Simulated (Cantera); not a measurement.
An isothermal, constant-pressure homogeneous reactor starts with C2H6 : H2 = 1 : 85 (molar parts), at 1075 K and 75.0 Torr. Integrator tolerance rtol = 1e-08.

Cantera simulation using GRI-Mech 3.0 (53 species, 325 reactions); the numbers are that mechanism's predictions, not measurements. GRI-Mech 3.0 stops at C3 and has no aromatics, soot or wall deposition, so with more carbon than oxygen in the feed, carbon stays in small species such as C2H2 where larger ones or solid carbon would form.

Task: What does this change do: pressure from 75.0 Torr to 0.720 Torr?

Result: 
```
quantity                                             before                                      after
-----------------  ----------------------------------------  -----------------------------------------
x(C2H6) at 1.00 s   0.00120 (gas-phase equilibrium 1.81e-7)     0.0110 (gas-phase equilibrium 1.27e-7)
x(H2) at 1.00 s         0.987 (gas-phase equilibrium 0.977)        0.988 (gas-phase equilibrium 0.979)
x(CH2) at 1.00 s      <1e-12 (gas-phase equilibrium <1e-12)    5.31e-12 (gas-phase equilibrium <1e-12)
x(C2H4) at 1.00 s   0.00896 (gas-phase equilibrium 2.29e-6)  0.000552 (gas-phase equilibrium 0.000167)
x(CH4) at 1.00 s     0.00241 (gas-phase equilibrium 0.0233)    0.000149 (gas-phase equilibrium 0.0195)
x(C2H2) at 1.00 s  0.000151 (gas-phase equilibrium 2.20e-7)    2.06e-7 (gas-phase equilibrium 0.00167)
```
Radical loss at walls, strong at low pressure, is not modelled.

Task: What does this change do: H2 85 to 9.7 parts?

Result: 
```tsv
quantity	before	after
x(C2H6) at 1.00 s	0.00120 (gas-phase equilibrium 1.81e-7)	0.0102 (gas-phase equilibrium 1.39e-5)
x(H2) at 1.00 s	0.987 (gas-phase equilibrium 0.977)	0.906 (gas-phase equilibrium 0.813)
x(CH2) at 1.00 s	<1e-12 (gas-phase equilibrium <1e-12)	<1e-12 (gas-phase equilibrium <1e-12)
x(C2H4) at 1.00 s	0.00896 (gas-phase equilibrium 2.29e-6)	0.0681 (gas-phase equilibrium 0.000212)
x(CH4) at 1.00 s	0.00241 (gas-phase equilibrium 0.0233)	0.0151 (gas-phase equilibrium 0.186)
x(C2H2) at 1.00 s	0.000151 (gas-phase equilibrium 2.20e-7)	0.00107 (gas-phase equilibrium 2.45e-5)
```
